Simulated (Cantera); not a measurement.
Cantera run:

```python
import numpy as np
import cantera as ct

gas_names = [...]  # 110 gases of nasa_gas.yaml made of C, H, O
cond_names = """
    C(gr) C6H6(L) C7H8(L) C8H18(L),n-octa H2O(s) H2O(L)
""".split()


# ... load() reads the species with a 1 bar reference pressure and builds the phases ...
atoms = {
    'CO': {'C': 1, 'O': 1},
    'H2': {'H': 2},
}
top_T = {'C(gr)': 4500}  # K; cautious upper limits of use, not melting points


# ... equilibrate(T, P, feed) seeds the gas with the atoms and calls Mixture.equilibrate('TP', solver="vcs", rtol=1e-11, max_steps=5000) ...
results = []
feed = {'CO': 1, 'H2': 4.2}  # mol
P = 13332.2  # Pa
for T in [698, 748, 798, 848, 898, 948, 998, 1048, 1098, 1148, 1198, 1248]:
    mix = equilibrate(T, P, feed)
    results.append((T, P, feed, dict(zip(mix.species_names, mix.species_moles))))
    x = sorted(zip(gas.X, gas.species_names), reverse=True)
    print(f"T = {T:g} K  P = {P:g} Pa  gas = {mix.phase_moles(0):.4g} mol")
    print("   x: " + "  ".join(f"{s} {v:.3e}" for v, s in x if v > 1e-06))
    print("   condensed (mol): " + ("  ".join(f"{mix.phase(i).name} {mix.phase_moles(i):.4g}"
          for i in range(1, mix.n_phases) if mix.phase_moles(i) > 1e-12) or "none"))
```

Output:

```
T = 698 K  P = 13332.2 Pa  gas = 3.453 mol
   x: H2 4.871e-01  CH4 2.531e-01  H2O 2.233e-01  CO2 2.980e-02  CO 6.776e-03
   condensed (mol): none
T = 748 K  P = 13332.2 Pa  gas = 3.798 mol
   x: H2 6.094e-01  H2O 1.681e-01  CH4 1.641e-01  CO2 3.684e-02  CO 2.147e-02
   condensed (mol): C(gr) 0.1552
T = 798 K  P = 13332.2 Pa  gas = 4.177 mol
   x: H2 7.046e-01  H2O 1.170e-01  CH4 9.193e-02  CO 5.057e-02  CO2 3.592e-02
   condensed (mol): C(gr) 0.2547
T = 848 K  P = 13332.2 Pa  gas = 4.532 mol
   x: H2 7.578e-01  CO 9.496e-02  H2O 7.081e-02  CH4 4.904e-02  CO2 2.743e-02
   condensed (mol): C(gr) 0.223
T = 898 K  P = 13332.2 Pa  gas = 4.822 mol
   x: H2 7.819e-01  CO 1.399e-01  H2O 3.685e-02  CH4 2.611e-02  CO2 1.532e-02
   condensed (mol): C(gr) 0.1257
T = 948 K  P = 13332.2 Pa  gas = 5.008 mol
   x: H2 7.926e-01  CO 1.690e-01  H2O 1.730e-02  CH4 1.438e-02  CO2 6.672e-03
   condensed (mol): C(gr) 0.04806
T = 998 K  P = 13332.2 Pa  gas = 5.104 mol
   x: H2 7.984e-01  CO 1.827e-01  CH4 8.291e-03  H2O 7.943e-03  CO2 2.631e-03
   condensed (mol): C(gr) 0.01165
T = 1048 K  P = 13332.2 Pa  gas = 5.149 mol
   x: H2 8.020e-01  CO 1.882e-01  CH4 4.907e-03  H2O 3.838e-03  CO2 1.069e-03
   condensed (mol): none
T = 1098 K  P = 13332.2 Pa  gas = 5.172 mol
   x: H2 8.045e-01  CO 1.901e-01  CH4 2.701e-03  H2O 2.188e-03  CO2 5.136e-04
   condensed (mol): none
T = 1148 K  P = 13332.2 Pa  gas = 5.184 mol
   x: H2 8.058e-01  CO 1.911e-01  CH4 1.562e-03  H2O 1.301e-03  CO2 2.611e-04
   condensed (mol): none
T = 1198 K  P = 13332.2 Pa  gas = 5.19 mol
   x: H2 8.065e-01  CO 1.916e-01  CH4 9.449e-04  H2O 8.050e-04  CO2 1.400e-04
   condensed (mol): none
T = 1248 K  P = 13332.2 Pa  gas = 5.194 mol
   x: H2 8.069e-01  CO 1.919e-01  CH4 5.950e-04  H2O 5.164e-04  CO2 7.885e-05  H 1.149e-06
   condensed (mol): none
```

These are equilibrium values from Cantera (NASA tables, ideal gas, pure condensed phases), not measurements of a reactor.
